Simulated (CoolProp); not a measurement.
Saturation properties of propyne.

Values from CoolProp's reference Helmholtz-energy equation of state, Polt 1992. This equation is an older, rougher fit; its heat capacities, sound speeds and derivatives of the liquid may be far off and weren't checked against measurements.

```tsv
T (°C)	p (kPa)	liquid density (kg/m³)	enthalpy of vaporisation (kJ/kg)	vapour Z	surface tension (mN/m)
28.75	648.2	605.3	460.6	0.8815	10.9
36.05	792.4	593.2	449.9	0.8641	9.95
43.25	957.5	581.1	438.3	0.8453	9.03
50.45	1148	568.6	425.5	0.8247	8.13
57.75	1369	555.4	411.1	0.8019	7.23
64.95	1617	541.8	395.4	0.7773	6.36
72.25	1902	527.3	377.6	0.7501	5.50
79.45	2218	512.1	358.2	0.7209	4.68
86.75	2578	495.5	336.1	0.6884	3.86
93.95	2974	477.5	311.5	0.6530	3.09
101.25	3421	457.1	283.0	0.6130	2.34
108.45	3909	433.8	250.1	0.5680	1.63
115.65	4448	405.3	209.9	0.5143	0.977
122.95	5052	364.7	153.5	0.4420	0.386
```

Surface tension comes from a separate correlation (Mulero 2012).
